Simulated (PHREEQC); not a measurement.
Consider water at 20 °C with 0.02 mol/kgw Al2(SO4)3 and 0.0077 mol/kgw NaCl. Closed to the air; pH follows from the charge balance.

All values are PHREEQC results (ion-association model, wateq4f.dat), not measurements.

Precipitation was switched off in this run.

### Question
Order these Al species by the share of Al that they hold, largest first: Al(SO4)2-, AlSO4+, AlOH+2, Al+3.

### Answer
AlSO4+ (70 %), Al(SO4)2- (16 %), Al+3 (13 %), AlOH+2 (0.46 %)

The pH is 4.02 and the ionic strength 0.0867 mol/kgw. The solution is supersaturated, for example in Basaluminite, Gibbsite (slow to form), so a real one may precipitate; this is no full list.
